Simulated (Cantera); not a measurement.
Source: NASA polynomial tables (part measured, part estimated), evaluated in Cantera. Values are per mole of reaction as written; species without (g) are pure solids or liquids, kept so even where they would boil at 1 bar.

Problem. Between 300 and 1600 K, where is each reaction favourable under standard conditions?
- 7 O3(g) + 3 Cr2N → 3 NO(g) + 6 CrO3(g)

Solution. 
- 7 O3(g) + 3 Cr2N → 3 NO(g) + 6 CrO3(g): ΔG° is -2208 kJ at 300 K and -2589 kJ at 1600 K; it stays negative (K > 1). ΔH° is -2211 kJ and ΔS° 236 J/K at 1600 K.
